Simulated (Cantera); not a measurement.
A perfectly stirred reactor is fed with 20.5 % H2, 15.6 % O2, 58.5 % N2, 5.34 % H2O, at 5.00 bar; it is adiabatic with a 548 K inlet, and is followed from long to short residence time, starting on the burning branch (τ in s: 0.49, 0.22, 0.1, 0.046, 0.021, 0.0095, 0.0043, 0.0019, 0.00088, 0.0004, 0.00018, 8.2e-05, 3.7e-05).

Detailed kinetics in Cantera: GRI-Mech 3.0 (53 species, 325 reactions). The hydrogen kinetics of GRI-Mech 3.0 are dated; newer H2 mechanisms differ, most at raised pressure.

Predict: blow-out, bracketed by the residence times tried; x(H2) at τ = 0.490 s; x(O2) at τ = 0.490 s; x(H2O) at τ = 0.490 s; x(NO) at τ = 0.490 s; x(N2O) at τ = 0.490 s; x(H2) at τ = 4.30 ms; x(O2) at τ = 4.30 ms; x(H2O) at τ = 4.30 ms; x(NO) at τ = 4.30 ms; x(N2O) at τ = 4.30 ms.


```
Item                                                                               Value
------------------------------------------------  --------------------------------------
blow-out, bracketed by the residence times tried  burning at 37.0 µs, the shortest tried
x(H2) at τ = 0.490 s                                                            0.000223
x(O2) at τ = 0.490 s                                                              0.0577
x(H2O) at τ = 0.490 s                                                              0.287
x(NO) at τ = 0.490 s                                                             0.00166
x(N2O) at τ = 0.490 s                                                            4.69e-7
x(H2) at τ = 4.30 ms                                                            0.000597
x(O2) at τ = 4.30 ms                                                              0.0584
x(H2O) at τ = 4.30 ms                                                              0.286
x(NO) at τ = 4.30 ms                                                             4.64e-5
x(N2O) at τ = 4.30 ms                                                            7.89e-7
```
